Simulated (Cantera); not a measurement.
## Formation from one mole of Cl2

Source: NASA polynomial tables (part measured, part estimated), evaluated in Cantera. Values are per mole of reaction as written; species without (g) are pure solids or liquids, kept so even where they would boil at 1 bar.

Mg + Cl2(g) = MgCl2(g)

```tsv
T (K)	ΔH° (kJ)	ΔS° (J/K)	ΔG° (kJ)	log10 K
398	-392.7	20.8	-401.0	52.62
423	-392.7	20.7	-401.5	49.58
448	-392.8	20.5	-402.0	46.87
473	-392.9	20.3	-402.5	44.45
498	-393.0	20.2	-403.0	42.27
523	-393.0	20.0	-403.5	40.30
548	-393.1	19.9	-404.0	38.51
```

0.6667 Fe + Cl2(g) = 0.3333 Fe2Cl6(g)

```json
[
 {"T (K)": "398", "ΔH° (kJ)": "-217.5", "ΔS° (J/K)": "-60.5", "ΔG° (kJ)": "-193.4", "log10 K": "25.39"},
 {"T (K)": "423", "ΔH° (kJ)": "-217.4", "ΔS° (J/K)": "-60.1", "ΔG° (kJ)": "-191.9", "log10 K": "23.70"},
 {"T (K)": "448", "ΔH° (kJ)": "-217.2", "ΔS° (J/K)": "-59.9", "ΔG° (kJ)": "-190.4", "log10 K": "22.20"},
 {"T (K)": "473", "ΔH° (kJ)": "-217.1", "ΔS° (J/K)": "-59.6", "ΔG° (kJ)": "-188.9", "log10 K": "20.86"},
 {"T (K)": "498", "ΔH° (kJ)": "-217.0", "ΔS° (J/K)": "-59.4", "ΔG° (kJ)": "-187.4", "log10 K": "19.66"},
 {"T (K)": "523", "ΔH° (kJ)": "-216.9", "ΔS° (J/K)": "-59.2", "ΔG° (kJ)": "-186.0", "log10 K": "18.57"},
 {"T (K)": "548", "ΔH° (kJ)": "-216.9", "ΔS° (J/K)": "-59.1", "ΔG° (kJ)": "-184.5", "log10 K": "17.58"}
]
```

2 Al + Cl2(g) = 2 AlCl(g)

```csv
T (K),ΔH° (kJ),ΔS° (J/K),ΔG° (kJ),log10 K
398,-104.4,172.1,-172.9,22.69
423,-104.7,171.2,-177.2,21.88
448,-105.1,170.3,-181.4,21.15
473,-105.6,169.4,-185.7,20.50
498,-106.0,168.5,-189.9,19.92
523,-106.4,167.7,-194.1,19.38
548,-106.8,166.8,-198.3,18.90
```

Si + Cl2(g) = SiCl2(g)

| T (K) | ΔH° (kJ) | ΔS° (J/K) | ΔG° (kJ) | log10 K |
|---|---|---|---|---|
| 398 | -168.9 | 38.5 | -184.3 | 24.18 |
| 423 | -169.0 | 38.3 | -185.2 | 22.87 |
| 448 | -169.1 | 38.1 | -186.2 | 21.71 |
| 473 | -169.2 | 37.9 | -187.1 | 20.67 |
| 498 | -169.3 | 37.6 | -188.1 | 19.73 |
| 523 | -169.5 | 37.4 | -189.0 | 18.88 |
| 548 | -169.6 | 37.2 | -190.0 | 18.11 |
